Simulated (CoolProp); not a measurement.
The fluid at 346.02 K and 5.52 MPa is throttled through a valve to 2.61 MPa with no heat exchange. The same conditions are run with several fluids, on thermodynamics alone (safety and materials aside).

Values from CoolProp's reference Helmholtz-energy equation of state of each fluid (carbon dioxide: Span 1996; nitrous oxide: Lemmon 2006; hydrogen chloride: Thol 2018; CH3F (R41): Lemmon 2006).

**Question.** Rank carbon dioxide, nitrous oxide, hydrogen chloride, CH3F (R41) by temperature change (K), highest first.

**Answer.** carbon dioxide (-23.5), nitrous oxide (-24.9), hydrogen chloride (-33.0), CH3F (R41) (-35.6)

```json
[
 {"fluid": "carbon dioxide", "final density (kg/m³)": "48.0"},
 {"fluid": "nitrous oxide", "final density (kg/m³)": "48.8"},
 {"fluid": "hydrogen chloride", "final density (kg/m³)": "42.7"},
 {"fluid": "CH3F (R41)", "final density (kg/m³)": "43.7"}
]
```
